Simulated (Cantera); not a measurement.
**BaF2 + H2 (halide evaporation, hydrolysis and transport)**

Feed: 1 mol BaF2, 0.71 mol H2, equilibrated at 59.0 Pa.

These are equilibrium values from Cantera (NASA tables, ideal gas, pure condensed phases), not measurements of a reactor. Candidate condensed phases: Ba, BaF2; 14 gas species. The numbers say what is thermodynamically allowed, not how fast it happens.

From 825 K to 1425 K the condensed part is BaF2(s).

| T (K) | log p H2 | log p BaF2 | log p HF | log p BaF | n BaF2(s) |
|---|---|---|---|---|---|
| 825 | -3.23 | <-15 | -13.15 | -14.36 | 1.00 |
| 900 | -3.23 | -13.28 | -12.15 | -12.21 | 1.00 |
| 975 | -3.23 | -11.54 | -10.83 | -10.87 | 1.00 |
| 1050 | -3.23 | -10.06 | -9.71 | -9.73 | 1.00 |
| 1125 | -3.23 | -8.79 | -8.74 | -8.75 | 1.000 |
| 1200 | -3.23 | -7.70 | -7.89 | -7.90 | 1.000 |
| 1275 | -3.23 | -6.74 | -7.16 | -7.16 | 1.000 |
| 1350 | -3.23 | -5.90 | -6.51 | -6.51 | 0.998 |
| 1425 | -3.24 | -5.16 | -5.93 | -5.93 | 0.990 |
log p: log10 of the partial pressure in bar; n: condensed amount in mol.
